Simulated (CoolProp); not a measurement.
Values from CoolProp's reference Helmholtz-energy equation of state, Zhou 2011.

For dimethyl carbonate, give the phase and the cp (kJ/(kg K)), speed of sound (m/s) at 600 K and 3.27 bar.


- 600 K and 3.27 bar: gas; cp 1.87, speed of sound 238
